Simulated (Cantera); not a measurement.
A freely propagating, adiabatic, planar premixed flame of H₂ : O₂ : N₂ = 1 : 0.263 : 0.989 (molar parts), unburnt at 448 K and 2.10 bar; mixture-averaged transport, grid criteria slope 0.08 and curve 0.16, no radiation.

Detailed kinetics in Cantera: the H2/O2 subset of GRI-Mech 3.0, which has no nitrogen chemistry. The hydrogen kinetics of GRI-Mech 3.0 are dated; newer H2 mechanisms differ, most at raised pressure. Burning velocities carry a grid error of a few per cent, more on coarse grids.

Task: What does this change do: inlet temperature 448 to 575 K?

Result: 
```tsv
quantity	before	after
laminar burning velocity	577 cm/s	881 cm/s
thermal thickness	0.150 mm	0.170 mm
peak x(HO₂)	0.000624	0.000490
peak x(H₂O₂)	6.07e-5	2.46e-5
peak x(O)	0.00330	0.00402
```

Task: What does this change do: H2 1 to 0.8 parts?

Result: 
```json
[
 {"quantity": "laminar burning velocity", "before": "577 cm/s", "after": "580 cm/s"},
 {"quantity": "thermal thickness", "before": "0.150 mm", "after": "0.149 mm"},
 {"quantity": "peak x(HO₂)", "before": "0.000624", "after": "0.000661"},
 {"quantity": "peak x(H₂O₂)", "before": "6.07e-5", "after": "7.09e-5"},
 {"quantity": "peak x(O)", "before": "0.00330", "after": "0.00536"}
]
```
